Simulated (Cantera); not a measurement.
A closed system holds: 1 mol Si3N4, 1.4 mol NF3, 5 mol F2, equilibrated at 725 K and 0.100 bar.

Method: chemical equilibrium by Gibbs-energy minimisation in Cantera with the NASA 1993 tables (ideal gas, pure condensed phases). Candidate condensed phases: Si, Si3N4; 16 gas species. Kinetics and transport are ignored.

Base state: SiF4 0.480, N2 0.388, NF3 0.0877, F2 0.0435, F 0.00154 (mole fractions); condensed: gas only.

**Question.** What changes in the equilibrium state with this change: temperature from 725 K to 1223 K?

**Answer.** 
```csv
species,before,after
SiF4,0.480,0.386
N2,0.388,0.348
F,0.00154,0.249
NF3,0.0877,3.24e-6
F2,0.0435,0.0171
```

**Question.** What changes in the equilibrium state with this change: F2 from 5 to 17 mol?

**Answer.** 
| species | before | after |
|---|---|---|
| F2 | 0.0435 | 0.392 |
| NF3 | 0.0877 | 0.375 |
| SiF4 | 0.480 | 0.219 |
| N2 | 0.388 | 0.00969 |
| F | 0.00154 | 0.00462 |
